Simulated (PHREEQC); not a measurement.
**Copper plating or etch bath: an equilibrium model**

A solution holds 0.002 mol/kgw Cu(NO3)2, at 50 °C. Closed to the air; pH follows from the charge balance.

Computed with PHREEQC (ion-association model, wateq4f.dat).

```
Item                      Value
--------------  ---------------
pH                         4.86
ionic strength  0.00599 mol/kgw
```

| species | molality | activity | log γ |
|---|---|---|---|
| NO3- | 0.00400 | 0.00366 | -0.038 |
| Cu+2 | 0.00198 | 0.00143 | -0.143 |
| H+ | 1.48e-5 | 1.37e-5 | -0.034 |
| Cu2(OH)2+2 | 6.65e-6 | 4.71e-6 | -0.150 |
| CuOH+ | 1.14e-6 | 1.04e-6 | -0.038 |
| Cu(OH)2 | 1.59e-7 | 1.60e-7 | 0.001 |
| OH- | 4.24e-9 | 3.88e-9 | -0.038 |

This is a speciation only: nothing precipitates in the calculation. Saturation is exceeded, for instance for Tenorite (slow to form); the values hold only as long as no solid forms. Complexes and solids missing from the database can't appear. At this temperature some constants are extrapolated from 25 °C, and those without enthalpy data are left unchanged.
